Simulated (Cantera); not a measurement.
A Cantera script and its output.

```python
import numpy as np
import cantera as ct

gas = ct.Solution("h2o2.yaml")
gas.TPX = 1050, 100000, {'H2': 1.9, 'O2': 0.7, 'N2': 13}
inlet = ct.Reservoir(gas, clone=True)

reactor = ct.IdealGasConstPressureReactor(gas, energy="off", clone=False)
exhaust = ct.Reservoir(gas, clone=True)
tau = [19, 5.9, 1.8, 0.57, 0.18, 0.054, 0.017, 0.0052, 0.0016, 0.0005][0]
for a, b in ((inlet, reactor), (reactor, exhaust)):
    ct.MassFlowController(a, b, mdot=lambda t: reactor.mass / tau)
net = ct.ReactorNet([reactor])
show = ['H2', 'O2', 'O', 'HO2', 'H2O']

rows = []
print(f"{'tau/s':>10s}{'T/K':>9s}" + "".join(f"{s:>11s}" for s in show))
for tau in [19, 5.9, 1.8, 0.57, 0.18, 0.054, 0.017, 0.0052, 0.0016, 0.0005]:
    net.initial_time = 0.0
    net.advance(30 * tau)
    before = gas.X
    net.advance(40 * tau)
    drift = np.max(np.abs(gas.X - before) / (gas.X + 1e-9))
    rows.append([gas.T, *gas[show].X, drift])
    print(f"{tau:10.3e}{gas.T:9.1f}" + "".join(f"{x:11.3e}" for x in gas[show].X))
```

It prints:

```
     tau/s      T/K         H2         O2          O        HO2        H2O
 1.900e+01   1050.0  3.359e-02  2.983e-05  1.177e-08  3.587e-08  9.389e-02
 5.900e+00   1050.0  3.362e-02  5.364e-05  3.788e-08  6.451e-08  9.384e-02
 1.800e+00   1050.0  3.367e-02  9.746e-05  1.240e-07  1.172e-07  9.375e-02
 5.700e-01   1050.0  3.376e-02  1.742e-04  3.905e-07  2.092e-07  9.358e-02
 1.800e-01   1050.0  3.393e-02  3.134e-04  1.230e-06  3.757e-07  9.327e-02
 5.400e-02   1050.0  3.427e-02  5.845e-04  4.052e-06  6.980e-07  9.268e-02
 1.700e-02   1050.0  3.494e-02  1.083e-03  1.255e-05  1.284e-06  9.158e-02
 5.200e-03   1050.0  3.648e-02  2.109e-03  3.858e-05  2.465e-06  8.933e-02
 1.600e-03   1050.0  4.018e-02  4.316e-03  1.080e-04  4.896e-06  8.451e-02
 5.000e-04   1050.0  4.873e-02  9.019e-03  2.518e-04  9.604e-06  7.431e-02
```

Computed with Cantera and the H2/O2 subset of GRI-Mech 3.0, which has no nitrogen chemistry. The temperature is held fixed by assumption; the heat of reaction is taken as removed at once.
